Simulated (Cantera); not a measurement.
A freely propagating, adiabatic, planar premixed flame of CH₄ : H₂ : O₂ : N₂ = 1 : 0.84 : 3.14 : 11.8 (molar parts), unburnt at 723 K and 5.13 atm; unity-Lewis-number transport, grid criteria slope 0.08 and curve 0.16, no radiation.

Computed with Cantera and GRI-Mech 3.0 (53 species, 325 reactions). Unity Lewis numbers drop preferential diffusion, which matters most where H2 and H carry the flame. Burning velocities carry a grid error of a few per cent, more on coarse grids.

### Question
Predict: laminar burning velocity; thermal thickness; peak x(C₂H).

### Answer
| Item | Value |
|---|---|
| laminar burning velocity | 128 cm/s |
| thermal thickness | 0.0707 mm |
| peak x(C₂H) | 6.88e-8 |
